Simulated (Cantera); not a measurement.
Input: 1 mol TiC, 0.39 mol C, 5.7 mol H₂, held at 7.50 Torr.

Equilibrium computed with Cantera from the NASA thermochemical tables; the gas is ideal and each condensed phase is pure. Candidate condensed phases: C, C₆H₆, C₇H₈, C₈H₁₈, Ti, TiC; 77 gas species. TiC: taken at fixed stoichiometry. Equilibrium is a limit: real reactors are often held back by kinetics, nucleation or transport.

Question: At 2325 °C, list the 7 most abundant gas species with their mole fractions, and the condensed phases.

Answer: H₂ 0.675, H 0.313, C₂H₂ (acetylene) 0.0109, Ti 0.000544, C₂H 0.000441, C₃ 0.000215, C₄H₂ 7.24e-5. Condensed: C(graphite) + TiC(s).
